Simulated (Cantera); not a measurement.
A perfectly stirred reactor is fed with NO : N2 = 1 : 0.32 (molar parts), at 100.0 Torr; it is held at 2000 K, and followed from long to short residence time.

Detailed kinetics in Cantera: GRI-Mech 3.0 (53 species, 325 reactions).

Question: Predict: x(NO) at τ = 5.50 s; x(O) at τ = 5.50 s; x(O2) at τ = 5.50 s; x(N2) at τ = 5.50 s; x(N2O) at τ = 5.50 s; x(NO) at τ = 37.0 ms; x(O) at τ = 37.0 ms; x(O2) at τ = 37.0 ms; x(N2) at τ = 37.0 ms; x(N2O) at τ = 37.0 ms.

Answer: 
* **x(NO) at τ = 5.50 s**: 0.238
* **x(O) at τ = 5.50 s**: 0.000952
* **x(O2) at τ = 5.50 s**: 0.259
* **x(N2) at τ = 5.50 s**: 0.502
* **x(N2O) at τ = 5.50 s**: 1.90e-5
* **x(NO) at τ = 37.0 ms**: 0.748
* **x(O) at τ = 37.0 ms**: 0.000264
* **x(O2) at τ = 37.0 ms**: 0.00424
* **x(N2) at τ = 37.0 ms**: 0.247
* **x(N2O) at τ = 37.0 ms**: 0.000221
